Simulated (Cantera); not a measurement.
A perfectly stirred reactor is fed with 1.82 % H2, 98.2 % O2, equivalence ratio 0.0093, at 10.00 Torr; it is held at 1325 K, and followed from long to short residence time.

Cantera simulation using GRI-Mech 3.0 (53 species, 325 reactions); the numbers are that mechanism's predictions, not measurements. Radical loss at walls, strong at low pressure, is not modelled.

One state of this run: x H2 = 0.000543; x O2 = 0.967; x H2O = 0.0161; x HO2 = 1.03e-6; x H2O2 = 3.14e-8; x H = 0.00102; x OH = 0.00221. x: mole fraction; the columns are a selection and need not sum to one.

Which value of τ (s) does it belong to?
A. 3.1
B. 0.069
C. 0.0015
D. 0.019

D, 0.019
